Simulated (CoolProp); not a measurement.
Vapour-liquid equilibrium of diethyl ether (1) + benzene (2) at 0.144 MPa; x and y are mole fractions of (1).

Values from CoolProp's multi-fluid Helmholtz-energy mixture model, Thol 2014 and Thol 2012; pair parameters Bell 2016.

```csv
x,bubble temperature (K),y at the bubble point,dew temperature at overall composition x (K),liquid density (mol/L)
0.05,360.7,0.158,363.7,10.22
0.15,353.0,0.394,360.9,10.16
0.25,(withheld),0.559,357.9,10.08
0.35,(withheld),0.678,(withheld),9.987
0.45,336.3,0.766,(withheld),9.888
0.55,(withheld),0.834,(withheld),9.782
0.65,328.4,0.886,342.5,9.669
0.75,325.0,0.928,337.3,9.550
0.85,(withheld),0.961,331.0,9.427
0.95,319.2,0.988,(withheld),9.299
```

**Question.** What belongs in the gaps?

**Answer.** 
- 0.25, bubble temperature (K): 346.6
- 0.35, bubble temperature (K): 341.1
- 0.35, dew temperature at overall composition x (K): 354.6
- 0.45, dew temperature at overall composition x (K): 351.0
- 0.55, bubble temperature (K): 332.1
- 0.55, dew temperature at overall composition x (K): 347.0
- 0.85, bubble temperature (K): 322.0
- 0.95, dew temperature at overall composition x (K): 323.0

No azeotrope shows between x = 0.05 and 0.95.

Pair parameters are fitted to limited data, so mixtures are less certain than the pure fluids.
